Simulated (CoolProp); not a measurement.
Vapour-liquid equilibrium of carbon dioxide (1) + R142b (2) at 231.7 K; x and y are mole fractions of (1).

The numbers come from the multi-fluid Helmholtz-energy mixture model, Span 1996 and Lemmon 2006; pair parameters Bell 2016 in CoolProp.

Task: Give the bubble pressure and the first vapour's composition at x = 0.05, 0.2, 0.875. Is there an azeotrope?

Result: x = 0.05: 0.06025 MPa, y = 0.648; x = 0.2: 0.1971 MPa, y = 0.906; x = 0.875: 0.8285 MPa, y = 0.995. No azeotrope shows between x = 0.05 and 0.95.

Pair parameters are fitted to limited data, so mixtures are less certain than the pure fluids. The gap from Raoult's law changes sign with composition, which may be real or a fault of the pair parameters; it wasn't checked against measurements.
